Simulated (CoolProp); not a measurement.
A closed Brayton cycle with carbon dioxide: compressor inlet 324.15 K and 7.8 MPa, high pressure 16.8 MPa, turbine inlet 620 K, compressor efficiency 0.89, turbine efficiency 0.93, recuperator effectiveness 0 (on enthalpy, no pinch check). Each further row changes one setting.

Values from CoolProp's reference Helmholtz-energy equation of state, Span 1996.

| case | thermal efficiency (%) | net work (kJ/kg) | compressor to turbine work | compressor exit (K) | turbine exit (K) |
|---|---|---|---|---|---|
| as stated | 12.4 | 38.6 | 0.49 | 388.5 | 539.3 |
| turbine inlet 570 K | 12.2 | 30.6 | 0.55 | 388.5 | 492.6 |
| compressor inlet 334.15 K | 11.9 | 34.1 | 0.55 | 402.2 | 539.3 |
| high pressure 14.3 MPa | 10.0 | 32.5 | 0.47 | 374.7 | 556.1 |
| recuperator effectiveness 0.5 | 17.2 | 38.6 | 0.49 | 388.5 | 539.3 |
